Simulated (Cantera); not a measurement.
A Cantera script and what it prints.

```python
import numpy as np
import cantera as ct

gas_names = """
    AL ALCL ALCL2 ALCL3 ALH ALN AL2 AL2CL6 CL CL2 H HCL H2 N NH NH2 NH3 N2 N2H2 N2H4
""".split()
cond_names = """
    AL(cr) AL(L) ALCL3(s) ALCL3(L) ALN(s) NH4CL(a) NH4CL(b)
""".split()


# ... load() reads the species with a 1 bar reference pressure and builds the phases ...
atoms = {
    'Al': {'AL': 1},
    'HCl': {'H': 1, 'CL': 1},
    'N2': {'N': 2},
}
top_T = {'ALN(s)': 2750}  # K; cautious upper limits of use, not melting points


# ... equilibrate(T, P, feed) seeds the gas with the atoms and calls Mixture.equilibrate('TP', solver="vcs", rtol=1e-11, max_steps=5000) ...
results = []
feed = {'Al': 1, 'HCl': 11, 'N2': 3.3}  # mol
P = 14  # Pa
for T in [598, 673, 748, 823, 898, 973, 1048, 1123, 1198, 1273, 1348, 1423, 1498, 1573]:
    mix = equilibrate(T, P, feed)
    results.append((T, P, feed, dict(zip(mix.species_names, mix.species_moles))))
    x = sorted(zip(gas.X, gas.species_names), reverse=True)
    print(f"T = {T:g} K  P = {P:g} Pa  gas = {mix.phase_moles(0):.4g} mol")
    print("   x: " + "  ".join(f"{s} {v:.3e}" for v, s in x if v > 1e-06))
    print("   condensed (mol): " + ("  ".join(f"{mix.phase(i).name} {mix.phase_moles(i):.4g}"
          for i in range(1, mix.n_phases) if mix.phase_moles(i) > 1e-12) or "none"))
```

It prints:

```
T = 598 K  P = 14 Pa  gas = 13.79 mol
   x: HCL 5.803e-01  N2 2.394e-01  H2 1.088e-01  ALCL3 7.046e-02  AL2CL6 1.041e-03
   condensed (mol): none
T = 673 K  P = 14 Pa  gas = 13.8 mol
   x: HCL 5.798e-01  N2 2.391e-01  H2 1.087e-01  ALCL3 7.232e-02  AL2CL6 7.260e-05
   condensed (mol): none
T = 748 K  P = 14 Pa  gas = 13.8 mol
   x: HCL 5.797e-01  N2 2.391e-01  H2 1.087e-01  ALCL3 7.245e-02  AL2CL6 8.498e-06
   condensed (mol): none
T = 823 K  P = 14 Pa  gas = 13.8 mol
   x: HCL 5.797e-01  N2 2.391e-01  H2 1.087e-01  ALCL3 7.246e-02  AL2CL6 1.494e-06
   condensed (mol): none
T = 898 K  P = 14 Pa  gas = 13.8 mol
   x: HCL 5.797e-01  N2 2.391e-01  H2 1.087e-01  ALCL3 7.246e-02
   condensed (mol): none
T = 973 K  P = 14 Pa  gas = 13.8 mol
   x: HCL 5.797e-01  N2 2.391e-01  H2 1.087e-01  ALCL3 7.246e-02  ALCL2 1.027e-06
   condensed (mol): none
T = 1048 K  P = 14 Pa  gas = 13.8 mol
   x: HCL 5.797e-01  N2 2.391e-01  H2 1.087e-01  ALCL3 7.246e-02  ALCL2 6.367e-06  CL 1.048e-06
   condensed (mol): none
T = 1123 K  P = 14 Pa  gas = 13.8 mol
   x: HCL 5.797e-01  N2 2.391e-01  H2 1.087e-01  ALCL3 7.243e-02  ALCL2 3.079e-05  CL 5.625e-06  H 1.187e-06
   condensed (mol): none
T = 1198 K  P = 14 Pa  gas = 13.8 mol
   x: HCL 5.798e-01  N2 2.391e-01  H2 1.086e-01  ALCL3 7.233e-02  ALCL2 1.216e-04  CL 2.452e-05  ALCL 6.679e-06  H 5.295e-06
   condensed (mol): none
T = 1273 K  P = 14 Pa  gas = 13.8 mol
   x: HCL 5.799e-01  N2 2.391e-01  H2 1.084e-01  ALCL3 7.199e-02  ALCL2 4.054e-04  CL 9.017e-05  ALCL 4.886e-05  H 1.985e-05
   condensed (mol): none
T = 1348 K  P = 14 Pa  gas = 13.81 mol
   x: HCL 5.805e-01  N2 2.389e-01  H2 1.078e-01  ALCL3 7.094e-02  ALCL2 1.163e-03  CL 2.881e-04  ALCL 2.808e-04  H 6.421e-05
   condensed (mol): none
T = 1423 K  P = 14 Pa  gas = 13.84 mol
   x: HCL 5.825e-01  N2 2.384e-01  H2 1.060e-01  ALCL3 6.808e-02  ALCL2 2.872e-03  ALCL 1.279e-03  CL 8.229e-04  H 1.827e-04
   condensed (mol): none
T = 1498 K  P = 14 Pa  gas = 13.92 mol
   x: HCL 5.874e-01  N2 2.370e-01  H2 1.012e-01  ALCL3 6.142e-02  ALCL2 5.926e-03  ALCL 4.480e-03  CL 2.163e-03  H 4.619e-04
   condensed (mol): none
T = 1573 K  P = 14 Pa  gas = 14.08 mol
   x: HCL 5.959e-01  N2 2.344e-01  H2 9.225e-02  ALCL3 4.968e-02  ALCL 1.157e-02  ALCL2 9.794e-03  CL 5.358e-03  H 1.044e-03
   condensed (mol): none
```

Cantera equilibrium calculation (NASA polynomials, part measured and part estimated; ideal gas, pure solids and liquids). The tables' values for AlCl2 are old estimates; treat these amounts as uncertain.
